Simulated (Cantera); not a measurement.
What does this Cantera script print?

```python
import numpy as np
import cantera as ct

gas_names = """
    H HO2 H2 H2O H2O2 H2S H2SO4 O OH O2 O3 S SH SO SO2 SO3 S2 S2O S8
""".split()
cond_names = """
    H2O(s) H2O(L) H2SO4(L) S(cr1) S(cr2) S(L)
""".split()


def load(file, names, dense=False):
    # The tables refer to 1 bar. Condensed volumes are neglected.
    table = {s.name: s for s in ct.Species.list_from_file(file)}
    out = []
    for n in names:
        d = dict(table[n].input_data)
        d["thermo"] = dict(d["thermo"], **{"reference-pressure": 1e5})
        if dense:
            d["equation-of-state"] = {"model": "constant-volume", "density": "1e6 g/cm^3"}
        out.append(ct.Species.from_dict(d))
    return out


gas = ct.Solution(thermo="ideal-gas", species=load("nasa_gas.yaml", gas_names))
cond = {s.name: ct.Solution(thermo="fixed-stoichiometry", species=[s], name=s.name)
        for s in load("nasa_condensed.yaml", cond_names, dense=True)}
atoms = {
    'SO2': {'S': 1, 'O': 2},
    'H2O': {'H': 2, 'O': 1},
    'H2': {'H': 2},
    'O2': {'O': 2},
}
top_T = {}  # K; cautious upper limits of use, not melting points


def equilibrate(T, P, feed):
    n = {}
    for name, mol in feed.items():
        for a, k in atoms[name].items():
            n[a] = n.get(a, 0.0) + k * mol
    gas.TPX = T, P, n
    mass = sum(n.values()) * gas.mean_molecular_weight
    gas.equilibrate("TP")
    valid = [c for c in cond.values() if c.min_temp <= T <= top_T.get(c.name, c.max_temp)]
    mix = ct.Mixture([(gas, mass / gas.mean_molecular_weight)] + [(c, 0.0) for c in valid])
    mix.T, mix.P = T, P
    mix.equilibrate("TP", solver="vcs", rtol=1e-11, max_steps=5000)
    return mix


results = []
feed = {'SO2': 1, 'H2O': 3.7, 'H2': 9.3, 'O2': 0.063}  # mol
P = 1300  # Pa
for T in [2998, 3023, 3048, 3073, 3098, 3123, 3148, 3173, 3198, 3223, 3248]:
    mix = equilibrate(T, P, feed)
    results.append((T, P, feed, dict(zip(mix.species_names, mix.species_moles))))

top = {s: max(r[3][s] / sum(r[3][g] for g in gas_names) for r in results) for s in gas_names}
cols = sorted((s for s in top if top[s] > 0.0001), key=lambda s: -top[s])[:6]
seen = [c for c in cond_names if any(r[3].get(c, 0) > 1e-12 for r in results)]
print("log10 of partial pressures in bar; condensed amounts in mol")
print(f"{'T/K':>10s}" + "".join(f"{s[:9]:>10s}" for s in cols + seen))
for T, P, feed, n in results:
    ng = sum(n[g] for g in gas_names)
    print(f"{T:10.4g}" + "".join(f"{np.log10(max(n[s] / ng * P / 1e5, 1e-99)):10.3f}" for s in cols)
          + "".join(f"{n.get(c, 0):10.4g}" for c in seen))
```

Output:

```
log10 of partial pressures in bar; condensed amounts in mol
       T/K         H        H2         O        OH       H2O         S
      2998    -2.125    -2.641    -2.885    -3.189    -3.226    -3.599
      3023    -2.111    -2.679    -2.856    -3.210    -3.308    -3.583
      3048    -2.098    -2.718    -2.830    -3.235    -3.393    -3.567
      3073    -2.086    -2.759    -2.807    -3.263    -3.481    -3.551
      3098    -2.075    -2.800    -2.786    -3.294    -3.572    -3.537
      3123    -2.066    -2.843    -2.768    -3.327    -3.666    -3.523
      3148    -2.057    -2.888    -2.752    -3.362    -3.761    -3.510
      3173    -2.050    -2.933    -2.738    -3.400    -3.859    -3.499
      3198    -2.043    -2.978    -2.725    -3.439    -3.957    -3.488
      3223    -2.037    -3.024    -2.715    -3.479    -4.057    -3.478
      3248    -2.031    -3.071    -2.705    -3.520    -4.158    -3.469
```

Equilibrium computed with Cantera from the NASA thermochemical tables; the gas is ideal and each condensed phase is pure.
